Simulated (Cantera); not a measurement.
Source: NASA polynomial tables (part measured, part estimated), evaluated in Cantera. Values are per mole of reaction as written; species without (g) are pure solids or liquids, kept so even where they would boil at 1 bar.

N2O(g) + 2 TiO(g) = N2(g) + Ti2O3, with ΔH° = -1711.2 kJ and ΔS° = -417.7 J/K at 300 K.

Problem. How far is the shortcut ΔG° ≈ ΔH°(300 K) − T·ΔS°(300 K) from the full temperature-dependent value at 1323, 1423, 1523, 1623, 1723, 1823 K?

Solution. 
```csv
T (K),shortcut (kJ),full (kJ),difference (kJ),difference in log10 K
1323,-1158.6,-1198.5,39.9,-1.58
1423,-1116.8,-1163.6,46.7,-1.72
1523,-1075.1,-1128.9,53.9,-1.85
1623,-1033.3,-1094.7,61.3,-1.97
1723,-991.5,-1060.7,69.1,-2.10
1823,-949.8,-1027.0,77.2,-2.21
```
The shortcut ignores the heat-capacity change of the reaction.
